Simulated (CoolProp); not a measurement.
Vapour-liquid equilibrium of propane (1) + isobutene (2) at 958 kPa; x and y are mole fractions of (1).

Model: multi-fluid Helmholtz-energy mixture model, Lemmon 2009 and Lemmon 2005; pair parameters Bell 2016, in CoolProp.

```json
[
 {"x": "0.05", "bubble temperature, mixture model (°C)": "?", "bubble temperature, Raoult's law (°C)": "65.3", "y, mixture model": "?", "y, Raoult's law": "0.123"},
 {"x": "0.125", "bubble temperature, mixture model (°C)": "59.4", "bubble temperature, Raoult's law (°C)": "60.5", "y, mixture model": "0.259", "y, Raoult's law": "0.279"},
 {"x": "0.2", "bubble temperature, mixture model (°C)": "55.0", "bubble temperature, Raoult's law (°C)": "56.1", "y, mixture model": "0.375", "y, Raoult's law": "0.407"},
 {"x": "0.275", "bubble temperature, mixture model (°C)": "51.1", "bubble temperature, Raoult's law (°C)": "52.0", "y, mixture model": "0.471", "y, Raoult's law": "0.514"},
 {"x": "0.35", "bubble temperature, mixture model (°C)": "47.7", "bubble temperature, Raoult's law (°C)": "48.3", "y, mixture model": "0.553", "y, Raoult's law": "0.603"},
 {"x": "0.425", "bubble temperature, mixture model (°C)": "?", "bubble temperature, Raoult's law (°C)": "44.9", "y, mixture model": "0.626", "y, Raoult's law": "0.679"},
 {"x": "0.5", "bubble temperature, mixture model (°C)": "41.6", "bubble temperature, Raoult's law (°C)": "41.7", "y, mixture model": "0.691", "y, Raoult's law": "0.743"},
 {"x": "0.575", "bubble temperature, mixture model (°C)": "38.9", "bubble temperature, Raoult's law (°C)": "38.8", "y, mixture model": "?", "y, Raoult's law": "0.799"},
 {"x": "0.65", "bubble temperature, mixture model (°C)": "36.2", "bubble temperature, Raoult's law (°C)": "36.0", "y, mixture model": "0.804", "y, Raoult's law": "0.846"},
 {"x": "0.725", "bubble temperature, mixture model (°C)": "33.7", "bubble temperature, Raoult's law (°C)": "33.4", "y, mixture model": "0.854", "y, Raoult's law": "0.888"},
 {"x": "0.8", "bubble temperature, mixture model (°C)": "31.3", "bubble temperature, Raoult's law (°C)": "31.0", "y, mixture model": "0.899", "y, Raoult's law": "0.924"},
 {"x": "0.875", "bubble temperature, mixture model (°C)": "29.0", "bubble temperature, Raoult's law (°C)": "28.7", "y, mixture model": "0.940", "y, Raoult's law": "0.955"},
 {"x": "0.95", "bubble temperature, mixture model (°C)": "26.7", "bubble temperature, Raoult's law (°C)": "26.6", "y, mixture model": "0.978", "y, Raoult's law": "0.983"}
]
```

**Question.** Complete the blanks.

**Answer.** 
- 0.05, bubble temperature, mixture model (°C): 64.7
- 0.05, y, mixture model: 0.116
- 0.425, bubble temperature, mixture model (°C): 44.5
- 0.575, y, mixture model: 0.750

The largest gap from Raoult's law is -1.1 K in bubble temperature, at x = 0.2. No azeotrope shows between x = 0.05 and 0.95.

Pair parameters are fitted to limited data, so mixtures are less certain than the pure fluids. The gap from Raoult's law changes sign with composition, which may be real or a fault of the pair parameters; it wasn't checked against measurements.
